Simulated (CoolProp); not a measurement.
Vapour-liquid equilibrium of CH3F (R41) (1) + chloromethane (R40) (2) at 0.565 MPa; x and y are mole fractions of (1).

Values from CoolProp's multi-fluid Helmholtz-energy mixture model, Lemmon 2006 and Thol 2014; pair parameters Bell 2016.

```json
[
 {"x": "0.05", "bubble temperature (K)": "289.2", "y at the bubble point": "0.238", "dew temperature at overall composition x (K)": "295.8", "liquid density (mol/L)": "18.51"},
 {"x": "0.125", "bubble temperature (K)": "278.6", "y at the bubble point": "[?]", "dew temperature at overall composition x (K)": "293.3", "liquid density (mol/L)": "19.08"},
 {"x": "0.2", "bubble temperature (K)": "[?]", "y at the bubble point": "0.641", "dew temperature at overall composition x (K)": "[?]", "liquid density (mol/L)": "19.59"},
 {"x": "0.275", "bubble temperature (K)": "263.1", "y at the bubble point": "0.742", "dew temperature at overall composition x (K)": "287.7", "liquid density (mol/L)": "20.05"},
 {"x": "0.35", "bubble temperature (K)": "257.5", "y at the bubble point": "0.809", "dew temperature at overall composition x (K)": "284.7", "liquid density (mol/L)": "20.47"},
 {"x": "0.425", "bubble temperature (K)": "252.9", "y at the bubble point": "0.856", "dew temperature at overall composition x (K)": "281.4", "liquid density (mol/L)": "20.86"},
 {"x": "0.5", "bubble temperature (K)": "249.1", "y at the bubble point": "0.890", "dew temperature at overall composition x (K)": "[?]", "liquid density (mol/L)": "21.23"},
 {"x": "0.575", "bubble temperature (K)": "245.8", "y at the bubble point": "0.916", "dew temperature at overall composition x (K)": "273.9", "liquid density (mol/L)": "21.57"},
 {"x": "0.65", "bubble temperature (K)": "243.0", "y at the bubble point": "0.937", "dew temperature at overall composition x (K)": "269.4", "liquid density (mol/L)": "21.90"},
 {"x": "0.725", "bubble temperature (K)": "240.5", "y at the bubble point": "0.953", "dew temperature at overall composition x (K)": "264.3", "liquid density (mol/L)": "22.23"},
 {"x": "0.8", "bubble temperature (K)": "238.2", "y at the bubble point": "0.968", "dew temperature at overall composition x (K)": "258.3", "liquid density (mol/L)": "22.54"},
 {"x": "0.875", "bubble temperature (K)": "236.1", "y at the bubble point": "0.981", "dew temperature at overall composition x (K)": "[?]", "liquid density (mol/L)": "22.85"},
 {"x": "0.95", "bubble temperature (K)": "234.0", "y at the bubble point": "0.992", "dew temperature at overall composition x (K)": "241.0", "liquid density (mol/L)": "23.16"}
]
```

Fill in the missing entries.


- 0.125, y at the bubble point: 0.484
- 0.2, bubble temperature (K): 270.0
- 0.2, dew temperature at overall composition x (K): 290.6
- 0.5, dew temperature at overall composition x (K): 277.8
- 0.875, dew temperature at overall composition x (K): 250.8

No azeotrope shows between x = 0.05 and 0.95.

The pair parameters rest on a limited set of measurements; away from them the model extrapolates. The gap from Raoult's law changes sign with composition, which may be real or a fault of the pair parameters; it wasn't checked against measurements.
